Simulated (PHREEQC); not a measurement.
A solution holds 0.0022 mol KOH, 0.00019 mol H4SiO4 and 0.21 mol K2CO3 per kg of water, at 89 °C. Closed to the air; pH follows from the charge balance.

Computed with PHREEQC (ion-association model, wateq4f.dat).

Question: The ionic strength comes out as 0.612 mol/kgw. What activity coefficients do HCO3-, CO3-2, K+, H3SiO4-, OH- get?

Answer: HCO3- 0.65, CO3-2 0.18, K+ 0.59, H3SiO4- 0.60, OH- 0.58.

This is a speciation only: nothing precipitates in the calculation. Complexes and solids missing from the database can't appear. Away from 25 °C the constants follow the database's enthalpies or fits; those with neither stay at their 25 °C values.
